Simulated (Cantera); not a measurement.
Input: 1 mol CH₃F, 0.17 mol CH₄, 2.7 mol H₂, at 1327 °C and 82.5 Torr.

Cantera equilibrium calculation (NASA polynomials, part measured and part estimated; ideal gas, pure solids and liquids). Candidate condensed phases: C, C₆H₆, C₇H₈, C₈H₁₈; 95 gas species. The numbers say what is thermodynamically allowed, not how fast it happens.

Base state: H₂ 0.801, HF 0.198, H 0.000147, CH₄ 0.000115, C₂H₂ (acetylene) 2.20e-5 (mole fractions); condensed: C(graphite).

Task: What changes in the equilibrium state with this change: temperature from 1327 °C to 2350 °C?

Result: 
```json
[
 {"species": "H₂", "before": "0.801", "after": "0.694"},
 {"species": "HF", "before": "0.198", "after": "0.188"},
 {"species": "H", "before": "0.000147", "after": "0.106"},
 {"species": "C₂H₂ (acetylene)", "before": "2.20e-5", "after": "0.0123"},
 {"species": "C₂H", "before": "<1e-9", "after": "0.000172"},
 {"species": "C₄H₂", "before": "<1e-9", "after": "9.03e-5"},
 {"species": "F", "before": "1.96e-9", "after": "8.12e-5"},
 {"species": "C(graphite), mol", "before": "1.17", "after": "1.03"}
]
```

Task: What changes in the equilibrium state with this change: CH₃F replaced by c-C₄F₈?

Result: 
| species | before | after |
|---|---|---|
| HF | 0.198 | 0.927 |
| CF₄ | <1e-9 | 0.0731 |
| CF₂ | <1e-9 | 0.000141 |
| H₂ | 0.801 | 9.78e-8 |
| CH₄ | 0.000115 | <1e-9 |
| CF₃ | <1e-9 | 2.38e-5 |
| C₂H₂ (acetylene) | 2.20e-5 | <1e-9 |
| C(graphite), mol | 1.17 | 3.69 |
The feed counts by its element totals alone. Gases not in the tables: C₂F₆ and larger saturated fluorocarbons.
